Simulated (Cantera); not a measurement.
A freely propagating, adiabatic, planar premixed flame of 7.82 % CH4, 9.38 % H2, 17.0 % O2, 63.7 % N2, 2.11 % H2O, equivalence ratio 1.2, unburnt at 525 K and 12000 Pa; mixture-averaged transport, grid criteria slope 0.08 and curve 0.16, no radiation.

Detailed kinetics in Cantera: GRI-Mech 3.0 (53 species, 325 reactions). Burning velocities carry a grid error of a few per cent, more on coarse grids.

x: mole fraction of selected species; z is measured from the peak of heat release.

```json
[
 {"z (mm)": "-5.81", "T (K)": "525", "u (m/s)": "2.37", "x CH4": "0.0782", "x H2": "0.0938", "x O2": "0.170", "x H": "1.17e-8", "x HCN": "<1e-8", "x C2H": "<1e-8"},
 {"z (mm)": "-3.87", "T (K)": "525", "u (m/s)": "2.37", "x CH4": "0.0782", "x H2": "0.0935", "x O2": "0.170", "x H": "8.08e-7", "x HCN": "<1e-8", "x C2H": "<1e-8"},
 {"z (mm)": "-2.90", "T (K)": "528", "u (m/s)": "2.38", "x CH4": "0.0782", "x H2": "0.0928", "x O2": "0.170", "x H": "1.04e-5", "x HCN": "<1e-8", "x C2H": "<1e-8"},
 {"z (mm)": "-1.94", "T (K)": "560", "u (m/s)": "2.53", "x CH4": "0.0776", "x H2": "0.0908", "x O2": "0.169", "x H": "0.000172", "x HCN": "<1e-8", "x C2H": "<1e-8"},
 {"z (mm)": "-0.968", "T (K)": "838", "u (m/s)": "3.80", "x CH4": "0.0660", "x H2": "0.0858", "x O2": "0.154", "x H": "0.00202", "x HCN": "(withheld)", "x C2H": "<1e-8"},
 {"z (mm)": "-0.484", "T (K)": "1216", "u (m/s)": "5.56", "x CH4": "0.0412", "x H2": "0.0817", "x O2": "0.121", "x H": "0.00516", "x HCN": "(withheld)", "x C2H": "<1e-8"},
 {"z (mm)": "0", "T (K)": "1608", "u (m/s)": "7.44", "x CH4": "0.0125", "x H2": "0.0723", "x O2": "0.0722", "x H": "0.0119", "x HCN": "(withheld)", "x C2H": "1.34e-7"},
 {"z (mm)": "0.484", "T (K)": "1795", "u (m/s)": "8.35", "x CH4": "0.00163", "x H2": "0.0575", "x O2": "0.0370", "x H": "0.0203", "x HCN": "(withheld)", "x C2H": "2.59e-7"},
 {"z (mm)": "0.968", "T (K)": "1840", "u (m/s)": "8.57", "x CH4": "0.000121", "x H2": "0.0475", "x O2": "0.0213", "x H": "0.0259", "x HCN": "(withheld)", "x C2H": "4.99e-8"},
 {"z (mm)": "1.94", "T (K)": "1861", "u (m/s)": "8.65", "x CH4": "5.11e-7", "x H2": "0.0431", "x O2": "0.0132", "x H": "0.0295", "x HCN": "(withheld)", "x C2H": "<1e-8"},
 {"z (mm)": "3.87", "T (K)": "1881", "u (m/s)": "8.71", "x CH4": "<1e-8", "x H2": "0.0440", "x O2": "0.0111", "x H": "0.0299", "x HCN": "(withheld)", "x C2H": "<1e-8"},
 {"z (mm)": "7.75", "T (K)": "1906", "u (m/s)": "8.80", "x CH4": "<1e-8", "x H2": "0.0443", "x O2": "0.0102", "x H": "0.0284", "x HCN": "<1e-8", "x C2H": "<1e-8"},
 {"z (mm)": "15.5", "T (K)": "1945", "u (m/s)": "8.96", "x CH4": "<1e-8", "x H2": "0.0438", "x O2": "0.00932", "x H": "0.0254", "x HCN": "<1e-8", "x C2H": "<1e-8"}
]
```

Task: What belongs in the gaps?

Result: 
- -0.968, x HCN: 1.49e-7
- -0.484, x HCN: 7.30e-7
- 0, x HCN: 2.26e-6
- 0.484, x HCN: 3.08e-6
- 0.968, x HCN: 2.16e-6
- 1.94, x HCN: 6.99e-7
- 3.87, x HCN: 8.11e-8
